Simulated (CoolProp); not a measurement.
Vapour-liquid equilibrium of R125 (1) + R236FA (2) at 0.402 bar; x and y are mole fractions of (1).

The numbers come from the multi-fluid Helmholtz-energy mixture model, Lemmon 2005 and Pan 2012; pair parameters Bell 2016 in CoolProp.

```csv
x,bubble temperature (K),y at the bubble point,dew temperature at overall composition x (K),liquid density (mol/L)
0.05,245.3,0.303,250.5,[?]
0.125,238.1,0.567,249.1,10.41
0.2,232.5,0.714,247.6,10.66
0.275,228.1,0.802,246.0,10.91
0.35,224.5,0.858,244.2,11.14
0.425,221.5,[?],[?],11.37
0.5,219.0,0.925,240.2,[?]
0.575,216.7,0.945,237.8,11.82
0.65,214.8,0.960,235.1,12.04
0.725,213.1,0.972,232.0,12.27
0.8,211.5,0.982,228.2,12.49
0.875,210.1,0.990,223.3,12.72
0.95,208.7,0.996,216.1,12.96
```

### Question
Fill in the missing entries.

### Answer

- 0.05, liquid density (mol/L): 10.12
- 0.425, y at the bubble point: 0.897
- 0.425, dew temperature at overall composition x (K): 242.3
- 0.5, liquid density (mol/L): 11.59

No azeotrope shows between x = 0.05 and 0.95.

The pair parameters rest on a limited set of measurements; away from them the model extrapolates.
